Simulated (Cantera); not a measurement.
# Pyrogenic steam for wet oxidation

An isothermal, constant-pressure homogeneous reactor starts with 6.86 % H2, 4.90 % O2, 88.2 % N2, equivalence ratio 0.70, at 1100 K and 1.00 bar.

Detailed kinetics in Cantera: GRI-Mech 3.0 (53 species, 325 reactions). The temperature is held fixed by assumption; the heat of reaction is taken as removed at once.

```tsv
t (s)	x H2	x O2	x H2O2	x O	x OH	x NO
0.000300	0.0447	0.0383	1.26e-6	0.00124	0.000730	1.35e-7
0.000609	0.00220	0.0162	2.50e-6	0.000241	0.000307	1.67e-6
0.00123	0.000573	0.0155	1.37e-6	3.65e-5	8.13e-5	1.68e-6
0.00250	0.000215	0.0153	6.62e-7	8.79e-6	3.42e-5	1.66e-6
0.00508	8.22e-5	0.0153	2.65e-7	2.43e-6	1.78e-5	1.61e-6
0.0103	2.79e-5	0.0152	9.01e-8	6.87e-7	1.04e-5	1.56e-6
0.0209	7.39e-6	0.0152	3.29e-8	2.00e-7	6.49e-6	1.54e-6
0.0424	1.36e-6	0.0152	1.38e-8	6.59e-8	4.18e-6	1.56e-6
0.0861	1.76e-7	0.0152	5.97e-9	2.54e-8	2.71e-6	1.61e-6
0.175	2.60e-8	0.0152	2.69e-9	1.10e-8	1.79e-6	1.65e-6
0.354	8.62e-9	0.0152	1.28e-9	5.17e-9	1.22e-6	1.67e-6
0.719	4.01e-9	0.0152	6.35e-10	2.54e-9	8.58e-7	1.68e-6
1.46	2.05e-9	0.0152	3.27e-10	1.30e-9	6.12e-7	1.68e-6
2.96	1.20e-9	0.0152	1.79e-10	7.07e-10	4.51e-7	1.68e-6
6.00	8.81e-10	0.0152	1.14e-10	4.47e-10	3.59e-7	1.68e-6
```
x: mole fraction; the columns are a selection and need not sum to one.

Equilibrium at this temperature and pressure: H2 7.64e-10, O2 0.0152, H2O2 7.92e-11, O 3.10e-10, OH 2.98e-7, NO 2.48e-5 (gas phase only).
